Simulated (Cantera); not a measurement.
An isothermal, constant-pressure homogeneous reactor starts with H2 : O2 : H2O = 0.16 : 1 : 0.0072 (molar parts), equivalence ratio 0.080, at 1100 K and 2900 Pa.

Detailed kinetics in Cantera: the H2/O2 subset of GRI-Mech 3.0, which has no nitrogen chemistry. Radical loss at walls, strong at low pressure, is not modelled. The temperature is held fixed by assumption; the heat of reaction is taken as removed at once.

x: mole fraction; the columns are a selection and need not sum to one.

| t (s) | x H2 | x O2 | x O | x HO2 | x H | x H2O2 |
|---|---|---|---|---|---|---|
| 1.00e-5 | 0.137 | 0.857 | 3.56e-11 | 2.98e-10 | 2.70e-10 | <1e-12 |
| 4.27e-5 | 0.137 | 0.857 | 5.27e-10 | 1.28e-9 | 1.16e-9 | <1e-12 |
| 0.000182 | 0.137 | 0.857 | 1.57e-8 | 5.78e-9 | 1.99e-8 | 4.76e-12 |
| 0.000777 | 0.135 | 0.856 | 0.000571 | 7.80e-6 | 0.000710 | ___ |
| 0.00331 | 0.00285 | 0.821 | 0.0210 | 2.08e-5 | 0.0116 | ___ |
| 0.0141 | 0.000190 | 0.844 | 0.00136 | 8.55e-6 | 0.000171 | ___ |
| 0.0603 | 9.18e-6 | 0.846 | 7.22e-5 | 1.13e-6 | 2.08e-6 | ___ |
| 0.257 | 7.94e-7 | 0.846 | 7.24e-6 | 1.45e-7 | 6.61e-8 | ___ |
| 1.10 | 1.13e-7 | 0.846 | 1.13e-6 | 2.52e-8 | 4.04e-9 | ___ |
| 4.69 | 2.08e-8 | 0.846 | 2.17e-7 | 6.33e-9 | 3.40e-10 | ___ |
| 20.0 | 4.50e-9 | 0.846 | 4.76e-8 | 4.09e-9 | 3.52e-11 | 6.82e-10 |

Question: Some entries are withheld; supply them.

Answer: 
- 0.000777, x H2O2: 9.47e-9
- 0.00331, x H2O2: 6.78e-7
- 0.0141, x H2O2: 5.33e-7
- 0.0603, x H2O2: 1.71e-7
- 0.257, x H2O2: 4.35e-8
- 1.10, x H2O2: 1.10e-8
- 4.69, x H2O2: 2.71e-9
